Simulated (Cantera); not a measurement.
Input (Python, Cantera) and output of one run.

```python
import numpy as np
import cantera as ct

gas_names = """
    C CN CO CO2 C2 CCN CNC C2N2 C2O C3 C3O2 C4 C4N2 C5 N NCO NO NO2 NO3 N2 N2O O O2 O3 Pb PbO Pb2
""".split()
cond_names = """
    C(gr) Pb(cr) Pb(L) PbO(rd) PbO(yw) PbO(L) PbO2(s) Pb3O4(s)
""".split()


# ... load() reads the species with a 1 bar reference pressure and builds the phases ...
atoms = {
    'Pb': {'Pb': 1},
    'CO': {'C': 1, 'O': 1},
    'N2': {'N': 2},
}
top_T = {'C(gr)': 4500, 'Pb3O4(s)': 820}  # K; cautious upper limits of use, not melting points


# ... equilibrate(T, P, feed) seeds the gas with the atoms and calls Mixture.equilibrate('TP', solver="vcs", rtol=1e-11, max_steps=5000) ...
results = []
feed = {'Pb': 1, 'CO': 1.3, 'N2': 49}  # mol
T = 700  # K
P = 133.322  # Pa
mix = equilibrate(T, P, feed)
results.append((T, P, feed, dict(zip(mix.species_names, mix.species_moles))))
x = sorted(zip(gas.X, gas.species_names), reverse=True)
print(f"T = {T:g} K  P = {P:g} Pa  gas = {mix.phase_moles(0):.4g} mol")
print("   x: " + "  ".join(f"{s} {v:.3e}" for v, s in x if v > 1e-05))
print("   condensed (mol): " + ("  ".join(f"{mix.phase(i).name} {mix.phase_moles(i):.4g}"
      for i in range(1, mix.n_phases) if mix.phase_moles(i) > 1e-12) or "none"))
```

Result:

```
T = 700 K  P = 133.322 Pa  gas = 50.18 mol
   x: N2 9.765e-01  CO 2.111e-02  CO2 2.396e-03
   condensed (mol): C(gr) 0.1202  Pb(L) 1
```

Equilibrium computed with Cantera from the NASA thermochemical tables; the gas is ideal and each condensed phase is pure.
